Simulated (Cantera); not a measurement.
Cantera run, input and output.

```python
import numpy as np
import cantera as ct

gas = ct.Solution("gri30.yaml")


def delay(T, t_max=10):
    gas.TPX = T, 100000, {'CO': 1, 'H2': 0.53, 'CH4': 0.077, 'O2': 0.613, 'N2': 2.3}
    reactor = ct.IdealGasConstPressureReactor(gas, clone=False)
    net = ct.ReactorNet([reactor])
    net.rtol, net.atol = 1e-8, 1e-16
    while net.time < t_max:
        t_old, T_old = net.time, reactor.T
        net.step()
        if reactor.T > T + 400:  # ignition: a rise of 400 K
            return t_old + (T + 400 - T_old) / (reactor.T - T_old) * (net.time - t_old)
    return np.nan


taus = []
for T in [1425, 1500, 1575, 1650, 1725]:
    taus.append(delay(T))
    print(f"T0 = {T:6g} K   tau = {taus[-1]:.4e} s")

# d ln(tau) / d ln(k), from doubling and halving each rate constant
T, sens = 1575, []
for i in range(gas.n_reactions):
    gas.set_multiplier(2.0, i)
    up = delay(T)
    gas.set_multiplier(0.5, i)
    down = delay(T)
    gas.set_multiplier(1.0, i)
    sens.append((np.log(up / down) / np.log(4.0), gas.reaction(i).equation))
sens.sort(key=lambda x: -abs(x[0]))
print(f"sensitivities at {T} K")
for s, eq in sens[:10]:
    print(f"{s:8.3f}  {eq}")
```

It prints:

```
T0 =   1425 K   tau = 3.3924e-05 s
T0 =   1500 K   tau = 2.7546e-05 s
T0 =   1575 K   tau = 2.3429e-05 s
T0 =   1650 K   tau = 2.0780e-05 s
T0 =   1725 K   tau = 1.9195e-05 s
sensitivities at 1575 K
  -0.634  H + O2 <=> O + OH
  -0.215  H2 + O <=> H + OH
   0.158  CH4 + H <=> CH3 + H2
  -0.125  H2 + OH <=> H + H2O
  -0.099  CO + OH <=> CO2 + H
   0.065  CH4 + OH <=> CH3 + H2O
   0.064  CH3 + O => CO + H + H2
  -0.041  CH3 + H (+M) <=> CH4 (+M)
  -0.040  H + O2 + H2O <=> HO2 + H2O
  -0.033  H + HO2 <=> H2 + O2
```

Detailed kinetics in Cantera: GRI-Mech 3.0 (53 species, 325 reactions). Where the delays flatten at high temperature, the 400 K rule measures the pace of heat release, not the induction time.
